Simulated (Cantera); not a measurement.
Feed: 1 mol (CH3)2SiCl2, 0.018 mol C2H4, 65 mol H2, at 0.100 bar.

Equilibrium computed with Cantera from the NASA thermochemical tables; the gas is ideal and each condensed phase is pure. Candidate condensed phases: C, C6H6, C7H8, C8H18, Si, SiC; 109 gas species. The feed counts by its element totals alone. Gases not in the tables: Si2H6 and higher silanes. The numbers say what is thermodynamically allowed, not how fast it happens.

Over these rows the condensed part is C(graphite) + SiC(s). Partial pressures as log10 of bar:

| T (K) | 1000/T (1/K) | log p SiCl2 | log p H2 | log p HCl |
|---|---|---|---|---|
| 1375 | 0.7273 | -5.97 | -1.01 | -2.54 |
| 1575 | 0.6349 | -5.55 | -1.01 | -2.54 |
| 1775 | 0.5634 | -5.23 | -1.01 | -2.54 |
| 1975 | 0.5063 | -4.98 | -1.01 | -2.54 |
| 2175 | 0.4598 | -4.79 | -1.02 | -2.55 |
| 2375 | 0.4211 | ? | -1.04 | -2.57 |

### Question
Fit log p(SiCl2) = a + b·(1000/T) to the five rows, give the apparent enthalpy, and predict the row at 2375 K.

### Answer
Means: 1000/T = 0.5783, log p = -5.304. Sxy = -0.198497, Sxx = 0.0448528, so b = -4.43 and a = -5.304 − (-4.43)×0.5783 = -2.74.
Apparent enthalpy: −19.145 × (-4.43) = 85 kJ/mol. With the condensed phases at unit activity, SiC(s) + 2 HCl(g) = SiCl2(g) + C(graphite) + H2(g) links this pressure to the main gases: over the six rows their terms move log p by -0.03 in all, so the slope is close to that reaction's ΔH°. The five rows lie within 0.01 of the line.
Prediction at 2375 K: -2.74 + (-4.43)×0.4211 = -4.61. The computed value is -4.65, 0.04 from the line.
